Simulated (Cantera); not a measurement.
A freely propagating, adiabatic, planar premixed flame of 34.7 % H₂, 13.3 % O₂, 52.0 % N₂, unburnt at 625 K and 3750 Torr; mixture-averaged transport, grid criteria slope 0.08 and curve 0.16, no radiation.

Computed with Cantera and the H2/O2 subset of GRI-Mech 3.0, which has no nitrogen chemistry. The hydrogen kinetics of GRI-Mech 3.0 are dated; newer H2 mechanisms differ, most at raised pressure. Burning velocities carry a grid error of a few per cent, more on coarse grids.

x: mole fraction of selected species; z is measured from the peak of heat release.

```json
[
 {"z (mm)": "-0.176", "T (K)": "625", "u (m/s)": "9.11", "x H₂": "0.347", "x O₂": "0.133", "x H₂O₂": "<1e-8", "x OH": "<1e-8", "x O": "<1e-8", "x H₂O": "<1e-8"},
 {"z (mm)": "-0.117", "T (K)": "625", "u (m/s)": "9.11", "x H₂": "0.347", "x O₂": "0.133", "x H₂O₂": "<1e-8", "x OH": "<1e-8", "x O": "<1e-8", "x H₂O": "<1e-8"},
 {"z (mm)": "-0.0879", "T (K)": "625", "u (m/s)": "9.11", "x H₂": "0.347", "x O₂": "0.133", "x H₂O₂": "<1e-8", "x OH": "<1e-8", "x O": "<1e-8", "x H₂O": "2.57e-8"},
 {"z (mm)": "-0.0586", "T (K)": "625", "u (m/s)": "9.11", "x H₂": "0.346", "x O₂": "0.134", "x H₂O₂": "<1e-8", "x OH": "<1e-8", "x O": "1.25e-8", "x H₂O": "1.73e-6"},
 {"z (mm)": "-0.0293", "T (K)": "656", "u (m/s)": "9.45", "x H₂": "0.338", "x O₂": "0.134", "x H₂O₂": "8.99e-6", "x OH": "5.10e-5", "x O": "9.94e-6", "x H₂O": "0.00116"},
 {"z (mm)": "-0.0146", "T (K)": "…", "u (m/s)": "12.9", "x H₂": "…", "x O₂": "0.128", "x H₂O₂": "…", "x OH": "…", "x O": "…", "x H₂O": "…"},
 {"z (mm)": "0", "T (K)": "1389", "u (m/s)": "18.8", "x H₂": "0.209", "x O₂": "0.0910", "x H₂O₂": "1.66e-5", "x OH": "0.00380", "x O": "0.00348", "x H₂O": "0.107"},
 {"z (mm)": "0.0146", "T (K)": "1724", "u (m/s)": "23.0", "x H₂": "0.129", "x O₂": "0.0410", "x H₂O₂": "4.09e-6", "x OH": "0.00893", "x O": "0.00635", "x H₂O": "0.200"},
 {"z (mm)": "0.0293", "T (K)": "1896", "u (m/s)": "25.1", "x H₂": "0.0985", "x O₂": "0.0179", "x H₂O₂": "2.47e-6", "x OH": "0.0124", "x O": "0.00643", "x H₂O": "0.241"},
 {"z (mm)": "0.0586", "T (K)": "2063", "u (m/s)": "27.1", "x H₂": "0.0890", "x O₂": "0.00781", "x H₂O₂": "1.42e-6", "x OH": "0.0144", "x O": "0.00521", "x H₂O": "0.262"},
 {"z (mm)": "0.117", "T (K)": "2218", "u (m/s)": "28.8", "x H₂": "0.0889", "x O₂": "0.00464", "x H₂O₂": "8.50e-7", "x OH": "0.0137", "x O": "0.00335", "x H₂O": "0.274"},
 {"z (mm)": "0.234", "T (K)": "2348", "u (m/s)": "30.2", "x H₂": "0.0889", "x O₂": "0.00260", "x H₂O₂": "5.42e-7", "x OH": "0.0114", "x O": "0.00181", "x H₂O": "0.285"},
 {"z (mm)": "0.469", "T (K)": "2442", "u (m/s)": "31.2", "x H₂": "0.0885", "x O₂": "0.00127", "x H₂O₂": "3.38e-7", "x OH": "0.00850", "x O": "0.000850", "x H₂O": "0.294"}
]
```

Problem. Fill in the missing entries.

Solution. 
- -0.0146, T (K): 923
- -0.0146, x H₂: 0.297
- -0.0146, x H₂O₂: 5.35e-5
- -0.0146, x OH: 0.00118
- -0.0146, x O: 0.000387
- -0.0146, x H₂O: 0.0254
